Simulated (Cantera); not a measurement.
A closed system holds: 1 mol Al2O3, 2.7 mol HCl, 9.1 mol O2, held at 1300 °C and 0.578 Torr.

These are equilibrium values from Cantera (NASA tables, ideal gas, pure condensed phases), not measurements of a reactor. Rates play no part.

```json
[
 {"species": "O2", "before": "0.740", "after": "0.755"},
 {"species": "HCl", "before": "0.155", "after": "0.186"},
 {"species": "Cl", "before": "0.0687", "after": "0.0369"},
 {"species": "H2O", "before": "0.0344", "after": "0.0204"},
 {"species": "O", "before": "0.000324", "after": "1.93e-5"},
 {"species": "OH", "before": "0.000693", "after": "8.75e-5"},
 {"species": "Cl2", "before": "0.000416", "after": "0.00198"},
 {"species": "ClO", "before": "3.69e-5", "after": "2.61e-5"},
 {"species": "Al2O3(s), mol", "before": "1.000", "after": "1.00"}
]
```
Gas species are given as mole fractions.

Q: Name the change that produced these shifts.
(A) temperature from 1300 °C to 925 °C
(B) pressure from 0.578 Torr to 34.5 Torr
(C) temperature from 1300 °C to 1100 °C
(D) temperature from 1300 °C to 650 °C

A: C, temperature from 1300 °C to 1100 °C
